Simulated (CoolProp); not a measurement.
Vapour-liquid equilibrium of hexamethyldisiloxane (MM) (1) + toluene (2) at 395.4 K; x and y are mole fractions of (1).

Computed with CoolProp (multi-fluid Helmholtz-energy mixture model, Thol 2016 and Lemmon 2006; pair parameters Bell 2016).

Task: Give the bubble pressure and the first vapour's composition at x = 0.2, 0.425, 0.65. Is there an azeotrope?

Result: x = 0.2: 0.1542 MPa, y = 0.268; x = 0.425: 0.1672 MPa, y = 0.499; x = 0.65: 0.1764 MPa, y = 0.693. No azeotrope shows between x = 0.05 and 0.95.

The pair parameters rest on a limited set of measurements; away from them the model extrapolates.
